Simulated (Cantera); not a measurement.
Charge: 1 mol TiO2, 6.9 mol CO, 2.1 mol H2, equilibrated at 720 Torr.

Equilibrium computed with Cantera from the NASA thermochemical tables; the gas is ideal and each condensed phase is pure. Candidate condensed phases: C, C6H6, C7H8, C8H18, H2O, Ti, TiC, TiO, TiO2, Ti2O3, Ti3O5, Ti4O7; 113 gas species. Mutual solubility and eutectic melting of coexisting phases are not modelled. Condensed phases not in the tables: Magnéli phases beyond Ti4O7. Gases not in the tables: TiO(OH)2. Rates play no part.

x: gas mole fraction; n: condensed amount in mol.

| T (°C) | x CO | x H2 | x H2O | x CO2 | n TiO2(rutile) | n Ti4O7(s) | n Ti3O5(s) | n Ti4O7(l) |
|---|---|---|---|---|---|---|---|---|
| 1250 | 0.761 | 0.229 | 0.00434 | 0.00537 | 0.651 | (withheld) | 0 | 0 |
| 1325 | 0.759 | 0.226 | 0.00715 | 0.00800 | 0.455 | (withheld) | 0 | 0 |
| 1400 | 0.755 | 0.222 | 0.0112 | 0.0116 | 0.180 | (withheld) | 0 | 0 |
| 1475 | 0.753 | 0.219 | 0.0142 | 0.0135 | 0 | 0.250 | 0 | 0 |
| 1550 | 0.754 | 0.218 | 0.0148 | 0.0130 | 0 | 0.250 | 0 | 0 |
| 1625 | 0.753 | 0.217 | 0.0162 | 0.0134 | 0 | (withheld) | 0.0637 | 0 |
| 1700 | 0.754 | 0.217 | 0.0156 | 0.0121 | 0 | 0 | 0 | 0.250 |
| 1775 | 0.755 | 0.217 | 0.0160 | 0.0117 | 0 | 0 | 0 | 0.250 |
| 1850 | 0.755 | 0.216 | 0.0164 | 0.0114 | 0 | 0 | 0 | 0.250 |
| 1925 | 0.755 | 0.215 | 0.0166 | 0.0111 | 0 | 0 | 0 | 0.250 |
| 2000 | 0.754 | 0.214 | 0.0169 | 0.0108 | 0 | 0 | 0 | 0.250 |

**Question.** Fill in the missing entries.

**Answer.** 
- 1250, n Ti4O7(s): 0.0873
- 1325, n Ti4O7(s): 0.136
- 1400, n Ti4O7(s): 0.205
- 1625, n Ti4O7(s): 0.202
